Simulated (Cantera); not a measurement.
SiH2Cl2 + N2 + H2 (silicon nitride deposition)

Input: 1 mol SiH2Cl2, 0.81 mol N2, 46 mol H2, held at 13300 Pa.

Method: chemical equilibrium by Gibbs-energy minimisation in Cantera with the NASA 1993 tables (ideal gas, pure condensed phases). Candidate condensed phases: NH4Cl, Si, Si3N4; 28 gas species. N2 is the only nitrogen source here; it is nearly inert below about 1500 K, so the nitride shown seldom forms there in practice. Mutual solubility and eutectic melting of coexisting phases are not modelled. The tables' values for SiCl3, SiCl are old estimates; treat these amounts as uncertain. Gases not in the tables: Si2H6 and higher silanes. Equilibrium is a limit: real reactors are often held back by kinetics, nucleation or transport.

From 1075 °C to 1375 °C the condensed part is Si3N4(s). At 1425 °C the condensed part is Si(l) + Si3N4(s). At 1475 °C the condensed part is Si(l). The main Si-bearing gas is SiCl2 throughout. The share of Si in condensed phases is highest at 1075 °C (99.2 %) and lowest at 1425 °C (79.8 %).

```
T (°C)  log p H2  log p HCl  log p N2  log p SiCl2  log p H  log p SiCl3  log p SiH2  n Si3N4(s)  n Si(l)
------  --------  ---------  --------  -----------  -------  -----------  ----------  ----------  -------
1075       -0.89      -2.26     -3.39        -4.77    -6.08        -5.71       -9.26       0.331        0
1125       -0.89      -2.26     -3.37        -4.42    -5.77        -5.54       -8.59       0.328        0
1175       -0.89      -2.27     -3.34        -4.12    -5.48        -5.39       -7.98       0.323        0
1225       -0.89      -2.28     -3.30        -3.85    -5.21        -5.29       -7.42       0.315        0
1275       -0.89      -2.30     -3.25        -3.63    -4.96        -5.21       -6.91       0.304        0
1325       -0.89      -2.32     -3.19        -3.44    -4.72        -5.18       -6.44       0.289        0
1375       -0.89      -2.35     -3.13        -3.29    -4.50        -5.17       -6.00       0.270        0
1425       -0.90      -2.36     -2.82        -3.26    -4.29        -5.26       -5.75       0.131    0.404
1475       -0.90      -2.36     -2.66        -3.29    -4.09        -5.39       -5.59           0    0.807
```
log p: log10 of the partial pressure in bar; n: condensed amount in mol.
